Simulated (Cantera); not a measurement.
Input (Python, Cantera) and output of one run.

```python
import numpy as np
import cantera as ct

gas_names = [...]  # 116 gases of nasa_gas.yaml made of C, H, Mg, O
cond_names = """
    C(gr) C6H6(L) C7H8(L) C8H18(L),n-octa H2O(s) H2O(L) Mg(cr) Mg(L) MgCO3(s) MgO(s) MgO(L) MgO2H2(s)
""".split()


# ... load() reads the species with a 1 bar reference pressure and builds the phases ...
atoms = {
    'MgO': {'Mg': 1, 'O': 1},
    'CH4': {'C': 1, 'H': 4},
    'CO': {'C': 1, 'O': 1},
}
top_T = {'C(gr)': 4500}  # K; cautious upper limits of use, not melting points


# ... equilibrate(T, P, feed) seeds the gas with the atoms and calls Mixture.equilibrate('TP', solver="vcs", rtol=1e-11, max_steps=5000) ...
results = []
T = 948  # K
P = 150000  # Pa
for m in [0.12, 0.3, 0.48, 0.66, 0.84, 1, 1.2, 1.4, 1.6, 1.7, 1.9, 2.1]:
    feed = {'MgO': 1, 'CH4': 1.9, 'CO': m}  # mol
    mix = equilibrate(T, P, feed)
    results.append((T, P, feed, dict(zip(mix.species_names, mix.species_moles))))
    x = sorted(zip(gas.X, gas.species_names), reverse=True)
    print(f"T = {T:g} K  P = {P:g} Pa  n(CO) = {m:g} mol  gas = {mix.phase_moles(0):.4g} mol")
    print("   x: " + "  ".join(f"{s} {v:.3e}" for v, s in x if v > 0.001))
    print("   condensed (mol): " + ("  ".join(f"{mix.phase(i).name} {mix.phase_moles(i):.4g}"
          for i in range(1, mix.n_phases) if mix.phase_moles(i) > 1e-12) or "none"))
```

Result:

```
T = 948 K  P = 150000 Pa  n(CO) = 0.12 mol  gas = 3.311 mol
   x: H2 7.998e-01  CH4 1.647e-01  H2O 1.875e-02  CO 1.613e-02
   condensed (mol): C(gr) 1.419  MgO(s) 1
T = 948 K  P = 150000 Pa  n(CO) = 0.3 mol  gas = 3.426 mol
   x: H2 7.654e-01  CH4 1.508e-01  H2O 4.213e-02  CO 3.789e-02  CO2 3.772e-03
   condensed (mol): C(gr) 1.541  MgO(s) 1
T = 948 K  P = 150000 Pa  n(CO) = 0.48 mol  gas = 3.542 mol
   x: H2 7.343e-01  CH4 1.388e-01  H2O 6.106e-02  CO 5.725e-02  CO2 8.610e-03
   condensed (mol): C(gr) 1.655  MgO(s) 1
T = 948 K  P = 150000 Pa  n(CO) = 0.66 mol  gas = 3.657 mol
   x: H2 7.059e-01  CH4 1.283e-01  H2O 7.654e-02  CO 7.464e-02  CO2 1.464e-02
   condensed (mol): C(gr) 1.764  MgO(s) 1
T = 948 K  P = 150000 Pa  n(CO) = 0.84 mol  gas = 3.773 mol
   x: H2 6.799e-01  CH4 1.190e-01  CO 9.040e-02  H2O 8.928e-02  CO2 2.147e-02
   condensed (mol): C(gr) 1.869  MgO(s) 1
T = 948 K  P = 150000 Pa  n(CO) = 1 mol  gas = 3.876 mol
   x: H2 6.584e-01  CH4 1.116e-01  CO 1.032e-01  H2O 9.875e-02  CO2 2.800e-02
   condensed (mol): C(gr) 1.959  MgO(s) 1
T = 948 K  P = 150000 Pa  n(CO) = 1.2 mol  gas = 4.005 mol
   x: H2 6.336e-01  CO 1.180e-01  H2O 1.086e-01  CH4 1.033e-01  CO2 3.655e-02
   condensed (mol): C(gr) 2.067  MgO(s) 1
T = 948 K  P = 150000 Pa  n(CO) = 1.4 mol  gas = 4.134 mol
   x: H2 6.107e-01  CO 1.314e-01  H2O 1.166e-01  CH4 9.601e-02  CO2 4.536e-02
   condensed (mol): C(gr) 2.172  MgO(s) 1
T = 948 K  P = 150000 Pa  n(CO) = 1.6 mol  gas = 4.263 mol
   x: H2 5.895e-01  CO 1.437e-01  H2O 1.231e-01  CH4 8.945e-02  CO2 5.427e-02
   condensed (mol): C(gr) 2.275  MgO(s) 1
T = 948 K  P = 150000 Pa  n(CO) = 1.7 mol  gas = 4.327 mol
   x: H2 5.794e-01  CO 1.495e-01  H2O 1.259e-01  CH4 8.643e-02  CO2 5.874e-02
   condensed (mol): C(gr) 2.325  MgO(s) 1
T = 948 K  P = 150000 Pa  n(CO) = 1.9 mol  gas = 4.456 mol
   x: H2 5.604e-01  CO 1.605e-01  H2O 1.306e-01  CH4 8.085e-02  CO2 6.764e-02
   condensed (mol): C(gr) 2.423  MgO(s) 1
T = 948 K  P = 150000 Pa  n(CO) = 2.1 mol  gas = 4.585 mol
   x: H2 5.427e-01  CO 1.706e-01  H2O 1.345e-01  CO2 7.646e-02  CH4 7.581e-02
   condensed (mol): C(gr) 2.52  MgO(s) 1
```

These are equilibrium values from Cantera (NASA tables, ideal gas, pure condensed phases), not measurements of a reactor.
